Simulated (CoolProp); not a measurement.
A simple Rankine cycle with tetrahydrofuran: condensing at 308.15 K, boiler at 1.12 MPa, turbine inlet 453 K, turbine efficiency 0.65, pump efficiency 0.6, no recuperator. Each further row changes one setting.

The numbers come from the reference Helmholtz-energy equation of state, Fiedler 2023 in CoolProp.

```
case                             thermal efficiency (%)  net work (kJ/kg)  heat in (kJ/kg)  turbine exit temperature (K)  volume ratio over the turbine
-------------------------------  ----------------------  ----------------  ---------------  ----------------------------  -----------------------------
as stated                                          15.6              96.1              617                    (withheld)                           32.5
turbine inlet 473 K                                15.6               102              654                         395.7                           32.2
condensing temperature 300.15 K                    16.5               104       (withheld)                         368.0                     (withheld)
boiler pressure 0.784 MPa                          14.4        (withheld)              626                         384.7                     (withheld)
turbine efficiency 0.55                            13.1              81.0              617                    (withheld)                           33.5
```

Q: Fill in the missing entries.

A: 
- as stated, turbine exit temperature (K): 374.2
- condensing temperature 300.15 K, heat in (kJ/kg): 631
- condensing temperature 300.15 K, volume ratio over the turbine: 44.8
- boiler pressure 0.784 MPa, net work (kJ/kg): 90.0
- boiler pressure 0.784 MPa, volume ratio over the turbine: 22.2
- turbine efficiency 0.55, turbine exit temperature (K): 384.9
